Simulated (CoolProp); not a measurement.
The numbers come from the reference Helmholtz-energy equation of state, Lemmon 2006 in CoolProp. It is a short technical equation, of lower accuracy than the large ones.

### Question
For carbon monoxide, give the phase and the speed of sound (m/s) at -161.35 °C and 0.101 MPa; -116.35 °C and 0.101 MPa; -37.55 °C and 0.101 MPa.

### Answer
- -161.35 °C and 0.101 MPa: gas; speed of sound 214
- -116.35 °C and 0.101 MPa: gas; speed of sound 255
- -37.55 °C and 0.101 MPa: gas; speed of sound 313
